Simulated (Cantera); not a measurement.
Standard-state values (1 bar) from the NASA 1993 polynomials, evaluated with Cantera. Values are per mole of reaction as written; species without (g) are pure solids or liquids, kept so even where they would boil at 1 bar. The tables' values for SiF2 are old estimates.

**Question.** Between 2473 and 2648 K, where is each reaction favourable under standard conditions?
- SiF2(g) + 2 H2(g) ⇌ 2 F(g) + SiH4(g)

**Answer.** 
- SiF2(g) + 2 H2(g) ⇌ 2 F(g) + SiH4(g): ΔG° is 769 kJ at 2473 K and 767 kJ at 2648 K; it stays positive (K < 1). ΔH° is 806 kJ and ΔS° 15 J/K at 2648 K.
